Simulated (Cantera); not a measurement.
# SiO₂ + CH₄ + H₂ (carbothermic reduction)

Charge: 1 mol SiO₂, 0.61 mol CH₄, 0.69 mol H₂, held at 9.70 bar.

These are equilibrium values from Cantera (NASA tables, ideal gas, pure condensed phases), not measurements of a reactor. Candidate condensed phases: C, C₆H₆, C₇H₈, C₈H₁₈, H₂O, Si, SiC, SiO₂; 123 gas species. Mutual solubility and eutectic melting of coexisting phases are not modelled. The tables hold silica as quartz up to 1696 K and as liquid above; real silica turns to tridymite and cristobalite and melts near 1996 K. Kinetics and transport are ignored.

| T (°C) | log p H₂ | log p CH₄ | log p CO | log p H₂O | log p C₂H₄ | log p C₂H₆ | n C(graphite) | n SiO₂(β-quartz) | n SiC(s) |
|---|---|---|---|---|---|---|---|---|---|
| 875 | 0.91 | 0.20 | -4.86 | -5.27 | -4.16 | -3.78 | 0.344 | 1.000 | 0 |
| 900 | 0.92 | 0.13 | -4.57 | -5.10 | -4.10 | -3.84 | 0.376 | 1.000 | 0 |
| 925 | 0.93 | 0.07 | -4.29 | -4.93 | -4.04 | -3.92 | 0.405 | 1.000 | 0 |
| 950 | 0.94 | 0.00 | -4.02 | -4.77 | -3.99 | -3.99 | 0.430 | 1.000 | 0 |
| 975 | 0.95 | -0.06 | -3.76 | -4.63 | -3.95 | -4.06 | 0.453 | 1.000 | 0 |
| 1000 | 0.95 | -0.12 | -3.51 | -4.48 | -3.91 | -4.13 | 0.472 | 1.000 | 0 |
| 1025 | 0.96 | -0.19 | -3.27 | -4.35 | -3.87 | -4.20 | 0.489 | 1.000 | 0 |
| 1050 | 0.96 | -0.25 | -3.04 | -4.22 | -3.83 | -4.27 | 0.504 | 1.000 | 8.96e-5 |
| 1075 | 0.96 | -0.31 | -2.82 | -4.09 | -3.80 | -4.34 | 0.517 | 1.000 | 0.000148 |
| 1100 | 0.97 | -0.36 | -2.61 | -3.97 | -3.77 | -4.40 | 0.528 | 1.000 | 0.000240 |
| 1125 | 0.97 | -0.42 | -2.41 | -3.86 | -3.74 | -4.47 | 0.537 | 1.000 | 0.000384 |
| 1150 | 0.97 | -0.48 | -2.21 | -3.75 | -3.71 | -4.53 | 0.545 | 0.999 | 0.000603 |
| 1175 | 0.97 | -0.53 | -2.02 | -3.64 | -3.69 | -4.60 | 0.551 | 0.999 | 0.000932 |
log p: log10 of the partial pressure in bar; n: condensed amount in mol.

From 875 °C to 1025 °C the condensed part is C(graphite) + SiO₂(β-quartz). From 1050 °C to 1175 °C the condensed part is C(graphite) + SiC(s) + SiO₂(β-quartz).
